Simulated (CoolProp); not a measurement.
Vapour-liquid equilibrium of CH2F2 (R32) (1) + R236EA (2) at 271.5 K; x and y are mole fractions of (1).

The numbers come from the multi-fluid Helmholtz-energy mixture model, Tillner-Roth 1997 and Rui 2013; pair parameters Bell 2016 in CoolProp.

| x | bubble pressure (bar) | y at the bubble point | dew pressure at overall composition x (bar) | liquid density (mol/L) |
|---|---|---|---|---|
| 0.05 | 1.011 | 0.305 | 0.7636 | 10.21 |
| 0.15 | 1.604 | 0.597 | 0.8446 | 10.83 |
| 0.25 | 2.230 | 0.738 | 0.9448 | 11.51 |
| 0.35 | 2.882 | 0.819 | 1.072 | 12.27 |
| 0.45 | 3.558 | 0.873 | 1.238 | 13.12 |
| 0.55 | 4.258 | 0.911 | 1.465 | 14.08 |
| 0.65 | 4.981 | 0.939 | 1.793 | 15.16 |
| 0.75 | 5.730 | 0.961 | 2.309 | 16.39 |
| 0.85 | 6.505 | 0.979 | 3.234 | 17.81 |
| 0.95 | 7.304 | 0.994 | 5.330 | 19.46 |

No azeotrope shows between x = 0.05 and 0.95.

The pair parameters rest on a limited set of measurements; away from them the model extrapolates.
